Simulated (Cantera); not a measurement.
A closed system holds: 1 mol Si₃N₄, 0.095 mol O₂, 1.1 mol N₂, 0.93 mol H₂O, equilibrated at 3.50 Pa.

Method: chemical equilibrium by Gibbs-energy minimisation in Cantera with the NASA 1993 tables (ideal gas, pure condensed phases). Candidate condensed phases: H₂O, Si, SiO₂, Si₂N₂O, Si₃N₄; 35 gas species. The tables' values for SiN are old estimates; treat these amounts as uncertain. The numbers say what is thermodynamically allowed, not how fast it happens.

### Question
At 1725 K, list the 7 most abundant gas species with their mole fractions, and the condensed phases.

### Answer
N₂ 0.580, SiO 0.210, H₂ 0.168, Si 0.0290, H 0.0129, Si₂ 0.000138, Si₂N 0.000128. Condensed: Si(l).
